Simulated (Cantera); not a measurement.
An isothermal, constant-pressure homogeneous reactor starts with 0.172 % CO, 3.93 % O2, 0.115 % H2O, 95.8 % N2, equivalence ratio 0.022, at 1500 K and 9.87 atm.

Computed with Cantera and GRI-Mech 3.0 (53 species, 325 reactions).

x: mole fraction; the columns are a selection and need not sum to one.

| t (s) | x CO | x O2 | x H2O | x HO2 | x NO |
|---|---|---|---|---|---|
| 2.00e-6 | 0.00172 | 0.0393 | 0.00115 | 1.66e-10 | <1e-12 |
| 1.35e-5 | 0.00172 | 0.0393 | 0.00115 | 1.18e-9 | <1e-12 |
| 9.18e-5 | 0.00172 | 0.0393 | 0.00115 | 3.23e-8 | 1.26e-12 |
| 0.000621 | 0.00139 | 0.0391 | 0.00113 | 3.40e-6 | ___ |
| 0.00421 | 0.000153 | 0.0385 | 0.00114 | 6.64e-7 | ___ |
| 0.0285 | 1.17e-6 | 0.0384 | 0.00115 | 1.81e-8 | 7.74e-7 |
| 0.193 | 1.37e-8 | 0.0384 | 0.00115 | 1.03e-8 | 7.96e-7 |
| 1.31 | 1.37e-8 | 0.0384 | 0.00115 | 1.03e-8 | ___ |
| 8.86 | 1.37e-8 | 0.0384 | 0.00115 | 1.03e-8 | ___ |
| 60.0 | 1.37e-8 | 0.0384 | 0.00115 | 1.03e-8 | ___ |

Question: What belongs in the gaps?

Answer: 
- 0.000621, x NO: 1.56e-8
- 0.00421, x NO: 5.25e-7
- 1.31, x NO: 9.11e-7
- 8.86, x NO: 1.70e-6
- 60.0, x NO: 7.00e-6
